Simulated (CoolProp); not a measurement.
Properties of nitrogen at several states.

Values from CoolProp's reference Helmholtz-energy equation of state, Span 2000.

```tsv
T (°C)	p (MPa)	phase	density (kg/m³)	Joule-Thomson coefficient (K/MPa)	isothermal compressibility (1/MPa)	viscosity (µPa s)	conductivity (mW/(m K))
670.55	0.148	gas	0.5281	-0.5489	6.753	[?]	62.7
616.95	0.203	gas	0.7678	[?]	4.922	[?]	[?]
34.15	0.632	gas	6.934	1.972	1.583	[?]	26.7
317.45	0.0492	gas	0.2806	0.05110	20.32	[?]	[?]
300.85	17	supercritical	[?]	-0.1631	0.05408	30.2	47.6
```

**Question.** Complete the blanks.

**Answer.** 
- 670.55, viscosity (µPa s): 40.0
- 616.95, Joule-Thomson coefficient (K/MPa): -0.4989
- 616.95, viscosity (µPa s): 38.5
- 616.95, conductivity (mW/(m K)): 60.0
- 34.15, viscosity (µPa s): 18.3
- 317.45, viscosity (µPa s): 29.3
- 317.45, conductivity (mW/(m K)): 44.3
- 300.85, density (kg/m³): 92.39

Viscosity comes from a separate model (Lemmon 2004). Thermal conductivity comes from a separate model (Lemmon 2004).
